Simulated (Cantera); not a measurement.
## Ignition delay

Mixture: 13.7 % H2, 11.1 % O2, 75.1 % N2, 0.100 % NO, at 3900 Torr, adiabatic and at constant volume. Ignition delay is the time to a rise of 400 K.

Cantera simulation using GRI-Mech 3.0 (53 species, 325 reactions); the numbers are that mechanism's predictions, not measurements. The hydrogen kinetics of GRI-Mech 3.0 are dated; newer H2 mechanisms differ, most at raised pressure. The mechanism lacks 2 NO + O2 → 2 NO2 and HONO, so NO2 and the effect of NO are under-described below about 1400 K. Where the delays flatten at high temperature, the 400 K rule measures the pace of heat release, not the induction time.

```tsv
T0 (K)	delay (ms)
1200	0.0205
1300	0.00990
1400	0.00620
1500	0.00446
1600	0.00355
1700	0.00305
1800	0.00282
1900	0.00276
```
